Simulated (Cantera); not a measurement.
Input: 1 mol CO, 1.2 mol O₂, 8 mol N₂, equilibrated at 1027 °C and 7.50 Torr.

Equilibrium computed with Cantera from the NASA thermochemical tables; the gas is ideal and each condensed phase is pure. Candidate condensed phases: C; 24 gas species. Equilibrium is a limit: real reactors are often held back by kinetics, nucleation or transport.

Base state: N₂ 0.825, CO₂ 0.103, O₂ 0.0720, NO 0.000237 (mole fractions); condensed: gas only.

**Question.** What changes in the equilibrium state with this change: CO replaced by CH₄?

**Answer.** 
```csv
species,before,after
N₂,0.825,0.727
H₂O,0,0.0933
H₂,0,0.0885
O₂,0.0720,<1e-9
CO,5.88e-7,0.0569
CO₂,0.103,0.0340
NO,0.000237,<1e-9
```
Further candidate phases: C₆H₆, C₇H₈, C₈H₁₈, H₂O.
